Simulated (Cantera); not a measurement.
# Equilibrium for titanium nitride, carbide and oxide coatings: Ti(OiPr)4 + O2 + H2

Input: 1 mol Ti(OiPr)4, 0.051 mol O2, 6.6 mol H2, equilibrated at 1.00 bar.

Cantera equilibrium calculation (NASA polynomials, part measured and part estimated; ideal gas, pure solids and liquids). Candidate condensed phases: C, C6H6, C7H8, C8H18, H2O, Ti, TiC, TiO, TiO2, Ti2O3, Ti3O5, Ti4O7; 113 gas species. The feed counts by its element totals alone. TiC: taken at fixed stoichiometry. Condensed phases not in the tables: Magnéli phases beyond Ti4O7. Gases not in the tables: TiO(OH)2. Equilibrium is a limit: real reactors are often held back by kinetics, nucleation or transport.

From 727 °C to 927 °C the condensed part is C(graphite) + TiO2(rutile). At 1027 °C the condensed part is C(graphite) + Ti4O7(s). At 1127 °C the condensed part is C(graphite) + Ti3O5(s). From 1227 °C to 1927 °C the condensed part is C(graphite) + TiC(s).

```csv
T (°C),log p H2,log p CO,log p CH4,log p H2O,log p H,log p CO2,log p C2H2 (acetylene),log p CH3,n C(graphite),n TiO2(rutile),n Ti4O7(s),n Ti3O5(s),n TiC(s)
727,-0.08,-1.14,-1.18,-1.63,-8.68,-2.53,-9.02,-8.54,9.07,1.00,0,0,0
827,-0.06,-1.06,-1.56,-2.16,-7.62,-3.17,-7.93,-7.86,9.46,1.00,0,0,0
927,-0.05,-1.04,-1.90,-2.67,-6.73,-3.80,-7.04,-7.30,9.67,1.00,0,0,0
1027,-0.05,-0.99,-2.20,-3.08,-5.98,-4.27,-6.29,-6.84,9.53,0,0.250,0,0
1127,-0.05,-0.98,-2.47,-3.46,-5.34,-4.72,-5.65,-6.45,9.49,0,0,0.333,0
1227,-0.08,-0.78,-2.75,-3.62,-4.79,-4.74,-5.12,-6.16,6.86,0,0,0,1.00
1327,-0.08,-0.78,-2.95,-3.92,-4.30,-5.10,-4.64,-5.86,6.87,0,0,0,1.00
1427,-0.08,-0.78,-3.12,-4.18,-3.87,-5.41,-4.21,-5.60,6.88,0,0,0,1.00
1527,-0.08,-0.78,-3.27,-4.40,-3.49,-5.69,-3.84,-5.37,6.88,0,0,0,1.00
1627,-0.08,-0.78,-3.41,-4.61,-3.14,-5.93,-3.50,-5.17,6.87,0,0,0,1.00
1727,-0.08,-0.78,-3.53,-4.79,-2.83,-6.15,-3.19,-4.98,6.86,0,0,0,1.00
1827,-0.08,-0.78,-3.64,-4.96,-2.55,-6.35,-2.92,-4.82,6.83,0,0,0,1.00
1927,-0.08,-0.78,-3.75,-5.11,-2.29,-6.53,-2.67,-4.67,6.79,0,0,0,1.000
```
log p: log10 of the partial pressure in bar; n: condensed amount in mol.
